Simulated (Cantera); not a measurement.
## Silicon nitride deposition: SiHCl₃ + NH₃ + N₂

Feed: 1 mol SiHCl₃, 0.68 mol NH₃, 3.7 mol N₂, held at 1330 Pa.

Equilibrium computed with Cantera from the NASA thermochemical tables; the gas is ideal and each condensed phase is pure. Candidate condensed phases: NH₄Cl, Si, Si₃N₄; 28 gas species. The tables' values for SiCl₃, SiCl are old estimates; treat these amounts as uncertain. Rates play no part.

```tsv
T (K)	log p N₂	log p HCl	log p H₂	log p SiCl₂	log p SiCl₄	log p SiCl₃	n Si₃N₄(s)
748	-2.11	-2.52	-2.76	-12.52	-3.07	-8.93	0.201
848	-2.11	-2.48	-2.80	-10.20	-3.11	-7.59	0.213
948	-2.12	-2.45	-2.84	-8.38	-3.15	-6.53	0.222
1048	-2.12	-2.43	-2.86	-6.91	-3.18	-5.68	0.229
1148	-2.12	-2.42	-2.89	-5.70	-3.21	-4.98	0.234
1248	-2.12	-2.41	-2.91	-4.71	-3.25	-4.41	0.235
1348	-2.12	-2.41	-2.91	-3.89	-3.35	-3.97	0.224
1448	-2.12	-2.44	-2.89	-3.29	-3.63	-3.74	0.180
1548	-2.12	-2.54	-2.81	-2.94	-4.23	-3.81	0.103
1648	-2.12	-2.68	-2.73	-2.78	-5.02	-4.07	0.0258
1748	-2.12	-2.74	-2.71	-2.74	-5.64	-4.31	0
1848	-2.12	-2.73	-2.71	-2.73	-6.09	-4.50	0
```
log p: log10 of the partial pressure in bar; n: condensed amount in mol.

From 748 K to 1648 K the condensed part is Si₃N₄(s). From 1748 K to 1848 K nothing is condensed. The main Si-bearing gas is SiCl₄ at 748 K and SiCl₂ at 1848 K.
